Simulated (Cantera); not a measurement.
A closed system holds: 1 mol PbS, 7.1 mol H₂, at 1850 K and 75.0 Torr.

Equilibrium computed with Cantera from the NASA thermochemical tables; the gas is ideal and each condensed phase is pure. Candidate condensed phases: Pb, PbS, S; 10 gas species. The numbers say what is thermodynamically allowed, not how fast it happens.

Base state: H₂ 0.833, PbS 0.0649, Pb 0.0566, H₂S 0.0267, S₂ 0.0122, SH 0.00503, H 0.00155, S 0.000385 (mole fractions); condensed: gas only.

Problem. What changes in the equilibrium state with this change: pressure from 75.0 Torr to 375 Torr?

Solution. 
```tsv
species	before	after
H₂	0.833	0.833
PbS	0.0649	0.0745
Pb	0.0566	0.0481
H₂S	0.0267	0.0361
S₂	0.0122	0.00446
S	0.000385	0.000104
H	0.00155	0.000695
```
